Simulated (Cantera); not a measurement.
Input (Python, Cantera) and output of one run.

```python
import numpy as np
import cantera as ct

gas_names = """
    F F2 H HF H2 H2F2 H3F3 H4F4 H5F5 H6F6 H7F7 Si SiF SiF2 SiF3 SiF4 SiH SiHF3 SiH2 SiH2F2 SiH3 SiH3F
    SiH4 Si2 Si3
""".split()
cond_names = """
    Si(cr) Si(L)
""".split()


# ... load() reads the species with a 1 bar reference pressure and builds the phases ...
atoms = {
    'Si': {'Si': 1},
    'HF': {'H': 1, 'F': 1},
    'H2': {'H': 2},
}
top_T = {}  # K; cautious upper limits of use, not melting points


# ... equilibrate(T, P, feed) seeds the gas with the atoms and calls Mixture.equilibrate('TP', solver="vcs", rtol=1e-11, max_steps=5000) ...
results = []
feed = {'Si': 1, 'HF': 1.2, 'H2': 6.6}  # mol
P = 1333.22  # Pa
for T in [823, 873, 923, 973, 1023, 1073, 1123, 1173, 1223, 1273, 1323, 1373]:
    mix = equilibrate(T, P, feed)
    results.append((T, P, feed, dict(zip(mix.species_names, mix.species_moles))))

top = {s: max(r[3][s] / sum(r[3][g] for g in gas_names) for r in results) for s in gas_names}
cols = sorted((s for s in top if top[s] > 0.0001), key=lambda s: -top[s])[:8]
seen = [c for c in cond_names if any(r[3].get(c, 0) > 1e-12 for r in results)]
print("log10 of partial pressures in bar; condensed amounts in mol")
print(f"{'T/K':>10s}" + "".join(f"{s[:9]:>10s}" for s in cols + seen))
for T, P, feed, n in results:
    ng = sum(n[g] for g in gas_names)
    print(f"{T:10.4g}" + "".join(f"{np.log10(max(n[s] / ng * P / 1e5, 1e-99)):10.3f}" for s in cols)
          + "".join(f"{n.get(c, 0):10.4g}" for c in seen))
```

It prints:

```
log10 of partial pressures in bar; condensed amounts in mol
       T/K        H2      SiF4      SiF3     SiHF3        HF      SiF2    SiH2F2    Si(cr)
       823    -1.893    -3.294    -7.067    -4.491    -7.898   -10.149    -5.920    0.6951
       873    -1.893    -3.295    -6.616    -4.466    -7.426    -9.363    -5.883    0.6948
       923    -1.893    -3.296    -6.214    -4.444    -7.006    -8.664    -5.851    0.6945
       973    -1.893    -3.298    -5.854    -4.425    -6.629    -8.037    -5.823    0.6941
      1023    -1.893    -3.300    -5.530    -4.409    -6.290    -7.474    -5.798    0.6937
      1073    -1.893    -3.303    -5.238    -4.395    -5.984    -6.964    -5.776    0.6932
      1123    -1.893    -3.307    -4.973    -4.383    -5.705    -6.502    -5.757    0.6924
      1173    -1.893    -3.314    -4.734    -4.375    -5.451    -6.081    -5.741    0.6912
      1223    -1.894    -3.323    -4.517    -4.370    -5.220    -5.697    -5.728    0.6895
      1273    -1.894    -3.338    -4.322    -4.369    -5.008    -5.347    -5.720    0.6869
      1323    -1.894    -3.358    -4.147    -4.375    -4.814    -5.028    -5.715     0.683
      1373    -1.895    -3.388    -3.993    -4.388    -4.638    -4.738    -5.717    0.6774
```

Equilibrium computed with Cantera from the NASA thermochemical tables; the gas is ideal and each condensed phase is pure. The tables' values for SiF3, SiF2 are old estimates; treat these amounts as uncertain.
